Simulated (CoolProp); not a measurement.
C3F8 (R218) along the isotherm 440 K: density (kg/m³) from the reference equation and from simpler models built on Tc = 345.0 K, pc = 2.640 MPa, ω = 0.317; each cubic takes its own stable root.

The numbers come from the reference Helmholtz-energy equation of state, Lemmon 2006 in CoolProp. It is a short technical equation, of lower accuracy than the large ones.

| p (MPa) | phase | reference | ideal gas | van der Waals | Redlich-Kwong | Soave-Redlich-Kwong | Peng-Robinson |
|---|---|---|---|---|---|---|---|
| 0.0632 | gas | 3.259 | 3.248 | 3.261 | 3.261 | 3.259 | 3.261 |
| 0.107 | gas | 5.529 | 5.499 | 5.536 | 5.536 | 5.529 | 5.536 |
| 0.18 | gas | 9.336 | 9.251 | 9.355 | 9.356 | 9.336 | 9.354 |
| 0.304 | gas | 15.87 | 15.62 | 15.92 | 15.93 | 15.87 | 15.92 |
| 0.513 | gas | 27.07 | 26.37 | 27.24 | 27.24 | 27.07 | 27.22 |
| 0.866 | gas | 46.58 | 44.51 | 47.09 | 47.09 | 46.54 | 46.99 |
| 1.46 | gas | 81.20 | 75.04 | 82.89 | 82.73 | 80.97 | 82.28 |
| 2.47 | gas | 146.0 | 126.9 | 152.5 | 150.9 | 144.6 | 148.5 |
| 4.16 | supercritical | 273.7 | 213.8 | 305.9 | 290.9 | 265.5 | 276.8 |
| 7.02 | supercritical | 522.0 | 360.8 | 587.5 | 564.6 | 487.0 | 516.1 |
| 11.9 | supercritical | 818.2 | 611.6 | 774.6 | 850.9 | 765.2 | 824.4 |
| 20 | supercritical | 1028 | 1028 | 900.9 | 1071 | 1006 | 1097 |
